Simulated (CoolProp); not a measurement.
A single-stage vapour-compression cycle with C2F6 (R116): evaporating at 210.15 K (dew point), condensing at 259.15 K (bubble point), superheat 8 K, subcooling 0 K, compressor efficiency 0.9, no pressure losses. Each further row changes one setting.

Values from CoolProp's reference Helmholtz-energy equation of state, Lemmon 2006. It is a short technical equation, of lower accuracy than the large ones.

| case | cooling COP | pressure ratio | discharge temperature (K) | refrigerating effect (kJ/kg) | volumetric capacity (kJ/m³) |
|---|---|---|---|---|---|
| as stated | 2.54 | 5.86 | 268.6 | 62.4 | 1090 |
| evaporating temperature 215.15 K | 3.02 | 4.70 | 268.2 | 65.1 | 1400 |
| condensing temperature 254.15 K | 3.03 | 5.06 | 263.7 | 68.4 | 1190 |
| subcooling 5 K | 2.78 | 5.86 | 268.6 | 68.5 | 1190 |
| superheat 18 K | 2.64 | 5.86 | 278.1 | 69.2 | 1140 |
| compressor efficiency 0.8 | 2.26 | 5.86 | 272.1 | 62.4 | 1090 |
